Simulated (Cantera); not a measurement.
# Si + F₂ + H₂ (silicon etching in halogen gases)

Feed: 1 mol Si, 8.4 mol F₂, 0.24 mol H₂, held at 3.20e-5 bar.

Method: chemical equilibrium by Gibbs-energy minimisation in Cantera with the NASA 1993 tables (ideal gas, pure condensed phases). Candidate condensed phases: Si; 25 gas species. Kinetics and transport are ignored.

```csv
T (K),log p F,log p F₂,log p SiF₄,log p HF
625,-5.87,-4.61,-5.39,-5.71
725,-5.02,-4.77,-5.45,-5.77
825,-4.62,-5.40,-5.58,-5.90
925,-4.55,-6.39,-5.63,-5.95
1025,-4.54,-7.28,-5.63,-5.95
1125,-4.54,-8.03,-5.63,-5.95
1225,-4.54,-8.66,-5.63,-5.95
1325,-4.54,-9.19,-5.63,-5.95
1425,-4.54,-9.65,-5.63,-5.95
1525,-4.54,-10.05,-5.63,-5.95
```
log p: log10 of the partial pressure in bar; nothing condenses.

From 625 K to 1525 K nothing is condensed. The main Si-bearing gas is SiF₄ throughout.
